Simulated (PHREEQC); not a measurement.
## Metal-bearing waste water: an equilibrium model

A solution holds 0.029 mol/kgw CdCl2, 0.0093 mol/kgw MgSO4, 0.019 mol/kgw HCl and 0.029 mol/kgw NaCl, at 25 °C. Closed to the air; pH follows from the charge balance.

Model: ion-association model, phreeqc.dat, run in PHREEQC.

Each row changes one thing in this solution. Precipitation was switched off in this run.

| case | pH | ionic strength (mol/kgw) | Cl- (mol/kgw) | CdCl+ (mol/kgw) | Mg+2 (mol/kgw) | Cd+2 (mol/kgw) | SI of Halite (NaCl) |
|---|---|---|---|---|---|---|---|
| as made | 1.87 | 0.111 | 0.0808 | 0.0178 | 0.00817 | 0.00653 | -4.43 |
| 0.00063 mol/kgw HBr added | 1.86 | 0.112 | 0.0809 | 0.0177 | 0.00818 | 0.00649 | -4.43 |
| temperature from 25 to 5 °C | 1.86 | 0.114 | 0.0815 | 0.0177 | 0.00849 | 0.00675 | -4.41 |
| MgSO4 from 0.0093 to 0.0102 mol/kgw | 1.88 | 0.114 | 0.0809 | 0.0177 | 0.00887 | 0.00653 | -4.43 |
| HCl from 0.019 to 0.19 mol/kgw | 0.84 | 0.265 | 0.240 | 0.0169 | 0.00905 | 0.00265 | -4.02 |
| NaCl from 0.029 to 0.145 mol/kgw | 1.88 | 0.218 | 0.188 | 0.0175 | 0.00845 | 0.00335 | -3.41 |
| CdCl2 from 0.029 to 0.29 mol/kgw | 1.88 | 0.319 | 0.256 | 0.167 | 0.00867 | 0.0254 | -4.01 |
| MgSO4 from 0.0093 to 0.00465 mol/kgw | 1.84 | 0.0993 | 0.0801 | 0.0182 | 0.00432 | 0.00649 | -4.43 |

Constants without temperature data keep their 25 °C values here.
